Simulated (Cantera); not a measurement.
Input: 1 mol SiHCl3, 0.096 mol HCl, 68 mol N2, equilibrated at 1550 °C and 6.20 mbar.

Cantera equilibrium calculation (NASA polynomials, part measured and part estimated; ideal gas, pure solids and liquids). Candidate condensed phases: NH4Cl, Si, Si3N4; 28 gas species. The tables' values for SiCl3, SiCl are old estimates; treat these amounts as uncertain. Kinetics and transport are ignored.

Base state: N2 0.969, SiCl2 0.0140, HCl 0.0136, Cl 0.00187, H2 0.000930, SiCl3 0.000224, H 0.000168, SiCl 4.44e-5 (mole fractions); condensed: gas only.

Problem. What changes in the equilibrium state with this change: 0.48 mol NH3 added?

Solution. 
```json
[
 {"species": "N2", "before": "0.969", "after": "0.960"},
 {"species": "HCl", "before": "0.0136", "after": "0.0151"},
 {"species": "SiCl2", "before": "0.0140", "after": "0.0137"},
 {"species": "H2", "before": "0.000930", "after": "0.00999"},
 {"species": "Si", "before": "1.67e-5", "after": "0.000142"},
 {"species": "H", "before": "0.000168", "after": "0.000550"}
]
```
The tables' values for SiCl, SiCl3 are old estimates; treat these amounts as uncertain.
